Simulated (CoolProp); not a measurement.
Properties of 1,2-dichloroethane at several states.

The numbers come from the reference Helmholtz-energy equation of state, Thol 2015 in CoolProp.

```json
[
 {"T (K)": "373.8", "p (kPa)": "54.6", "phase": "gas", "density (kg/m³)": "1.762", "speed of sound (m/s)": "184.1", "fugacity coefficient": "0.9866"},
 {"T (K)": "260.5", "p (kPa)": "943", "phase": "liquid", "density (kg/m³)": "1299", "speed of sound (m/s)": "1347", "fugacity coefficient": "0.001401"},
 {"T (K)": "401.4", "p (kPa)": "211", "phase": "gas", "density (kg/m³)": "6.538", "speed of sound (m/s)": "185.7", "fugacity coefficient": "0.9587"},
 {"T (K)": "499.4", "p (kPa)": "10.2", "phase": "gas", "density (kg/m³)": "0.2433", "speed of sound (m/s)": "213.5", "fugacity coefficient": "0.9990"}
]
```
